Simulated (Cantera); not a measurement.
An adiabatic, constant-pressure homogeneous reactor starts with 4.89 % CH4, 2.93 % CO, 19.4 % O2, 72.8 % N2, at 1275 K and 30.0 bar.

Detailed kinetics in Cantera: GRI-Mech 3.0 (53 species, 325 reactions). The pressure lies above the range GRI-Mech 3.0 was tuned for (to about 10 atm).

x: mole fraction; the columns are a selection and need not sum to one.

```
t (s)     T (K)   x CH4     x CO    x O2    x C2H2    x CH2O    x C2H4
--------  -----  ------  -------  ------  --------  --------  --------
9.00e-6    1275  0.0489   0.0293   0.194    <1e-12         ?  2.23e-10
1.89e-5    1275  0.0488   0.0293   0.194    <1e-12         ?   2.87e-9
3.96e-5    1275  0.0488   0.0293   0.194    <1e-12         ?   3.52e-8
8.30e-5    1275  0.0488   0.0293   0.194  1.17e-11         ?   2.79e-7
0.000174   1276  0.0486   0.0293   0.194  2.01e-10         ?   1.51e-6
0.000365   1281  0.0480   0.0292   0.193   4.79e-9         ?   1.18e-5
0.000765   2470  <1e-12  0.00156  0.0819    <1e-12  5.94e-12    <1e-12
0.00160    2464  <1e-12  0.00153  0.0805    <1e-12  5.70e-12    <1e-12
0.00337    2456  <1e-12  0.00148  0.0785    <1e-12  5.39e-12    <1e-12
0.00706    2449  <1e-12  0.00144  0.0768    <1e-12  5.12e-12    <1e-12
0.0148     2446  <1e-12  0.00143  0.0761    <1e-12  5.03e-12    <1e-12
0.0310     2446  <1e-12  0.00143  0.0761    <1e-12  5.02e-12    <1e-12
0.0651     2446  <1e-12  0.00143  0.0761    <1e-12  5.02e-12    <1e-12
0.136      2446  <1e-12  0.00143  0.0761    <1e-12  5.02e-12    <1e-12
0.286      2446  <1e-12  0.00143  0.0761    <1e-12  5.02e-12    <1e-12
0.600      2446  <1e-12  0.00143  0.0761    <1e-12  5.02e-12    <1e-12
```

Q: Complete the blanks.

A: 
- 9.00e-6, x CH2O: 2.76e-7
- 1.89e-5, x CH2O: 1.44e-6
- 3.96e-5, x CH2O: 7.56e-6
- 8.30e-5, x CH2O: 3.23e-5
- 0.000174, x CH2O: 0.000105
- 0.000365, x CH2O: 0.000356
